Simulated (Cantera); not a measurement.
A freely propagating, adiabatic, planar premixed flame of CH4 : O2 : N2 = 1 : 2.25 : 6.29 (molar parts), unburnt at 700 K and 47000 Pa; mixture-averaged transport, grid criteria slope 0.08 and curve 0.16, no radiation.

Computed with Cantera and GRI-Mech 3.0 (53 species, 325 reactions). Burning velocities carry a grid error of a few per cent, more on coarse grids.

### Question
Predict: laminar burning velocity; thermal thickness; peak x(CH2CO); peak x(C2H6).

### Answer
- laminar burning velocity: 276 cm/s
- thermal thickness: 0.470 mm
- peak x(CH2CO): 0.000147
- peak x(C2H6): 0.00115
